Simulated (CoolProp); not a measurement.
Vapour-liquid equilibrium of R134a (1) + R227EA (2) at 18.65 °C; x and y are mole fractions of (1).

Model: multi-fluid Helmholtz-energy mixture model, Tillner-Roth 1994 and Lemmon 2016; pair parameters Bell 2016, in CoolProp.

| x | bubble pressure, mixture model (kPa) | bubble pressure, Raoult's law (kPa) | y, mixture model | y, Raoult's law |
|---|---|---|---|---|
| 0.05 | … | 381.4 | 0.075 | 0.072 |
| 0.2 | 417.7 | 407.8 | … | 0.269 |
| 0.35 | … | 434.1 | … | 0.442 |
| 0.5 | 475.7 | 460.4 | 0.583 | 0.595 |
| 0.65 | 500.6 | 486.8 | … | 0.732 |
| 0.8 | … | 513.1 | … | 0.855 |
| 0.95 | … | 539.4 | 0.959 | 0.965 |

Question: Fill in the missing entries.

Answer: 
- 0.05, bubble pressure, mixture model (kPa): 384.4
- 0.2, y, mixture model: 0.272
- 0.35, bubble pressure, mixture model (kPa): 448.1
- 0.35, y, mixture model: 0.438
- 0.65, y, mixture model: 0.714
- 0.8, bubble pressure, mixture model (kPa): 522.7
- 0.8, y, mixture model: 0.838
- 0.95, bubble pressure, mixture model (kPa): 542.3

The largest gap from Raoult's law is +3.3 % in bubble pressure, at x = 0.5. No azeotrope shows between x = 0.05 and 0.95.

Pair parameters are fitted to limited data, so mixtures are less certain than the pure fluids.
